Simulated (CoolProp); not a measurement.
Hydrogen chloride along the isotherm 239.65 °C: Z from the reference equation and from simpler models built on Tc = 51.5 °C, pc = 83.14 bar, ω = 0.130; each cubic takes its own stable root.

Computed with CoolProp (reference Helmholtz-energy equation of state, Thol 2018).

| p (bar) | phase | reference | van der Waals | Soave-Redlich-Kwong | Peng-Robinson |
|---|---|---|---|---|---|
| 5.2 | gas | 0.9946 | 0.9944 | 0.9962 | 0.9948 |
| 10.4 | gas | 0.9892 | 0.9887 | 0.9924 | 0.9896 |
| 15.6 | gas | 0.9839 | 0.9831 | 0.9886 | 0.9845 |
| 20.8 | gas | 0.9787 | 0.9774 | 0.9849 | 0.9795 |
| 26 | gas | 0.9736 | 0.9717 | 0.9812 | 0.9745 |
| 31.2 | gas | 0.9685 | 0.9660 | 0.9776 | 0.9696 |
| 36.4 | gas | 0.9635 | 0.9603 | 0.9741 | 0.9648 |
| 41.6 | gas | 0.9586 | 0.9546 | 0.9706 | 0.9601 |
